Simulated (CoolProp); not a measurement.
1,2-dichloroethane at several states: fugacity coefficient from the reference equation and from simpler models built on Tc = 561.6 K, pc = 5.226 MPa, ω = 0.269; each cubic takes its own stable root.

Values from CoolProp's reference Helmholtz-energy equation of state, Thol 2015.

```csv
T (K),p (MPa),phase,reference
402,0.0284,gas,0.9945
288.8,1.33,liquid,0.005175
398.3,4.54,liquid,0.07406
```

**Question.** How far does each simpler model (Soave-Redlich-Kwong, Peng-Robinson) lie from the reference over these 3 states: mean and median of the absolute difference, and the worst?

**Answer.** 
- Soave-Redlich-Kwong: mean 2.4 %, median 2.3 %, worst -5.0 % at 288.8 K and 1.33 MPa
- Peng-Robinson: mean 0.4 %, median 0.0 %, worst +1.0 % at 288.8 K and 1.33 MPa
